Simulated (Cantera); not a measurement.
# Si + H₂O + H₂ (thermal oxidation and active oxidation of silicon)

A closed system holds: 1 mol Si, 0.0088 mol H₂O, 1.1 mol H₂, at 1700 K and 1.00 bar.

Equilibrium computed with Cantera from the NASA thermochemical tables; the gas is ideal and each condensed phase is pure. Candidate condensed phases: H₂O, Si, SiO₂; 18 gas species. Gases not in the tables: Si₂H₆ and higher silanes. Kinetics and transport are ignored.

```json
{
 "x(H₂)": "0.992",
 "x(SiO)": "0.00786",
 "x(H)": "0.000147",
 "x(SiH₂)": "1.41e-5",
 "x(H₂O)": "1.36e-5",
 "x(SiH₄)": "1.23e-6",
 "x(SiH)": "1.05e-6",
 "n(Si(l))": "0.991 mol",
 "gas_amount": "1.118 mol"
}
```
